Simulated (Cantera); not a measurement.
A closed system holds: 1 mol Si₃H₈, 0.69 mol Cl₂, 4.8 mol H₂, equilibrated at 33000 Pa.

These are equilibrium values from Cantera (NASA tables, ideal gas, pure condensed phases), not measurements of a reactor. Candidate condensed phases: Si; 19 gas species. The feed counts by its element totals alone. The tables' values for SiCl₃ are old estimates; treat these amounts as uncertain. Rates play no part.

x: gas mole fraction; n: condensed amount in mol.

```tsv
T (K)	x H₂	x HCl	x SiCl₄	x SiHCl₃	x SiCl₂	x SiCl₃	x SiH₂Cl₂	n Si(s)
898	0.955	0.00418	0.0245	0.0156	2.47e-5	0.000112	0.000938	2.62
948	0.953	0.00685	0.0241	0.0151	7.50e-5	0.000231	0.000956	2.63
998	0.950	___	0.0234	0.0145	___	0.000438	0.000964	2.64
1048	0.946	0.0157	0.0222	0.0137	0.000486	0.000767	0.000959	2.65
1098	0.941	0.0222	0.0206	0.0127	0.00106	0.00125	0.000938	2.66
1148	0.935	___	___	___	___	0.00188	0.000899	2.68
1198	0.928	0.0391	0.0157	0.0100	0.00388	0.00263	0.000838	2.69
```

**Question.** Some entries are withheld; supply them.

**Answer.** 
- 1148, x HCl: 0.0301
- 1148, x SiCl₄: 0.0184
- 1148, x SiHCl₃: 0.0115
- 1148, x SiCl₂: 0.00212
- 998, x HCl: 0.0106
- 998, x SiCl₂: 0.000201
